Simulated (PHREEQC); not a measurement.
A solution holds 0.022 mol NaHCO3, 0.024 mol Na2CO3 and 0.058 mol KCl per kg of water, at 34 °C. Closed to the air; pH follows from the charge balance.

Equilibrium calculation in PHREEQC: ion-association model, phreeqc.dat.

No solid was allowed to form.

Q: Predict the pH, ionic strength.

A: pH 9.75; ionic strength 0.133 mol/kgw.

Q: In which forms is C present?

A: HCO3- 47 %, CO3-2 32 %, NaCO3- 20 %, NaHCO3 0.9 % of the C.

Complexes and solids missing from the database can't appear.
